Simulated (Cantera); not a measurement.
A perfectly stirred reactor is fed with 89.3 % NH₃, 10.7 % H₂, at 0.420 bar; it is held at 1950 K, and followed from long to short residence time.

Computed with Cantera and the gas-phase N/H chemistry of the illustrative SiF4/NH3 mechanism in the Surface Chemkin manual (1991). Walls and surfaces, which speed up NH3 decomposition in real reactors, are not modelled.

### Question
Predict: x(NH₃) at τ = 20.0 s; x(H₂) at τ = 20.0 s; x(H) at τ = 20.0 s; x(N) at τ = 20.0 s; x(NH₃) at τ = 52.0 ms; x(H₂) at τ = 52.0 ms; x(H) at τ = 52.0 ms; x(N) at τ = 52.0 ms; x(N₂H₄) at τ = 52.0 ms.

### Answer
| Item | Result |
|---|---|
| x(NH₃) at τ = 20.0 s | 0.00719 |
| x(H₂) at τ = 20.0 s | 0.758 |
| x(H) at τ = 20.0 s | 0.00120 |
| x(N) at τ = 20.0 s | 3.65e-7 |
| x(NH₃) at τ = 52.0 ms | 0.590 |
| x(H₂) at τ = 52.0 ms | 0.330 |
| x(H) at τ = 52.0 ms | 0.000136 |
| x(N) at τ = 52.0 ms | 3.91e-7 |
| x(N₂H₄) at τ = 52.0 ms | 1.42e-7 |
